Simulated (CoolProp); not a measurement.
Model: reference Helmholtz-energy equation of state, Thol 2015, in CoolProp.

Q: For octamethylcyclotetrasiloxane (D4), give the phase and the Z, cp (kJ/(kg K)), cv (kJ/(kg K)), Joule-Thomson coefficient (K/MPa) at 333.35 °C and 2.97 bar.

A: 
- 333.35 °C and 2.97 bar: gas; Z 0.929, cp 2.04, cv 1.99, Joule-Thomson coefficient 8.42
